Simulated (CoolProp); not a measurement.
Values from CoolProp's reference Helmholtz-energy equation of state, Tillner-Roth 1994.

**Question.** Give the vapour pressure (MPa), enthalpy of vaporisation (kJ/kg), liquid cp (kJ/(kg K)), vapour Z of saturated R134a at 290.7 K.

**Answer.** 
```
T (K)  p (MPa)  enthalpy of vaporisation (kJ/kg)  liquid cp (kJ/(kg K))  vapour Z
-----  -------  --------------------------------  ---------------------  --------
290.7    0.530                               184                   1.40     0.868
```
